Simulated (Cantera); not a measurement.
Input: 1 mol HMDSO, 7.8 mol CO2, 12 mol N2, held at 1025 K and 0.550 bar.

Equilibrium computed with Cantera from the NASA thermochemical tables; the gas is ideal and each condensed phase is pure. Candidate condensed phases: C, C6H6, C7H8, C8H18, H2O, Si, SiC, SiO2, Si2N2O, Si3N4; 151 gas species. The feed counts by its element totals alone. The numbers say what is thermodynamically allowed, not how fast it happens.

What is the equilibrium state?


| Property | Value |
|---|---|
| x(N2) | 0.370 |
| x(CO) | 0.334 |
| x(H2) | 0.260 |
| x(CO2) | 0.0211 |
| x(H2O) | 0.0126 |
| x(CH4) | 0.00272 |
| x(NH3) | 2.19e-5 |
| x(HCN) | 2.38e-6 |
| n(C(graphite)) | 2.21 mol |
| n(SiO2(β-quartz)) | 2.00 mol |
| gas amount | 32.42 mol |
| log10 activity of Si(s) (absent) | -14.88 |
